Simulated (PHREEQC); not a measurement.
2.4 g of hydrous ferric oxide (600 m²/g; 0.2 weak and 0.005 strong sites per Fe, Dzombak-Morel constants, diffuse double layer) in 1 kg of water with 0.001 mol/kgw of an inert sodium salt and 0.0002 mol/kgw MnCl2, at 25 °C; the pH is set by adding NaOH or the inert anion's acid. The system is closed to oxygen. The system is closed to CO2. No solid was allowed to form.

Base run: PHREEQC, ion-association model, wateq4f.dat. Each further column changes one thing. The table gives surface potential ψ (mV).

```tsv
pH	base	background salt from 0.001 to 0.0001 mol/kgw	oxide from 2.4 to 12 g/kgw	0.011 mol/kgw Na2HAsO4 added
4	201	205	[?]	[?]
4.75	175	179	[?]	-13
5.88	124	127	123	-55
6.62	87	88	85	-81
7.38	46	46	43	-100
8.12	3	3	0	-109
9.25	-61	-62	-64	-122
10	-102	-104	[?]	-138
```

Q: Some entries are withheld; supply them.

A: 
- 4, oxide from 2.4 to 12 g/kgw: 186
- 4, 0.011 mol/kgw Na2HAsO4 added: 9
- 4.75, oxide from 2.4 to 12 g/kgw: 166
- 10, oxide from 2.4 to 12 g/kgw: -105

 In at least one series the solution becomes supersaturated in solids that the run did not let form, among them Mn3(AsO4)2:8H2O. The database has no arsenate complexes of Mn.
